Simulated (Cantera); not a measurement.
Feed: 1 mol Si, a varied amount of Cl₂, 3.1 mol H₂, at 1098.15 K and 1.60 bar.

Cantera equilibrium calculation (NASA polynomials, part measured and part estimated; ideal gas, pure solids and liquids). Candidate condensed phases: Si; 19 gas species. Rates play no part.

Which condensed phases are stable at each of these points (n(Cl₂) (mol)): 0.5, 0.58, 0.67, 0.77, 0.89, 1, 1.2, 1.4, 1.6, 1.8, 2.1, 2.4?


```tsv
n(Cl₂) (mol)	condensed phases	Si condensed (%)
0.5	Si(s)	73.0
0.58	Si(s)	68.7
0.67	Si(s)	63.8
0.77	Si(s)	58.4
0.89	Si(s)	51.9
1	Si(s)	45.9
1.2	Si(s)	35.1
1.4	Si(s)	24.4
1.6	Si(s)	13.7
1.8	Si(s)	3.0
2.1	gas only	0.0
2.4	gas only	0.0
```

From 0.5 mol Cl₂ to 1.8 mol Cl₂ the condensed part is Si(s). From 2.1 mol Cl₂ to 2.4 mol Cl₂ nothing is condensed.
